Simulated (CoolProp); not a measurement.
CF4 (R14) at 275.87 K and 0.83 MPa is throttled through a valve to 0.0529 MPa with no heat exchange. Each further row changes one setting.

Model: reference Helmholtz-energy equation of state, Platzer 1990, in CoolProp. This equation is an older, rougher fit.

```csv
case,temperature change (K),final density (kg/m³)
as stated,___,___
outlet pressure 0.0159 MPa,___,___
outlet pressure 0.0688 MPa,-5.1,___
```

Question: Complete the blanks.

Answer: 
- as stated, temperature change (K): -5.3
- as stated, final density (kg/m³): 2.07
- outlet pressure 0.0159 MPa, temperature change (K): -5.5
- outlet pressure 0.0159 MPa, final density (kg/m³): 0.623
- outlet pressure 0.0688 MPa, final density (kg/m³): 2.70
